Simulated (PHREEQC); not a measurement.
**Brine**

Make-up at 15 °C: 4.2 mol KOH, 0.12 mol KCl and 0.34 mol NaCl per kg of water. Closed to the air; pH follows from the charge balance.

Equilibrium calculation in PHREEQC: Pitzer model, pitzer.dat.

This is a speciation only: nothing precipitates in the calculation.

**Question.** Estimate the pH, activity of water, osmotic coefficient.

**Answer.** pH 15.45; activity of water 0.793; osmotic coefficient 1.384.

Species that the database lacks are ignored. In brines, pH and single-ion activities rest on the MacInnes convention.
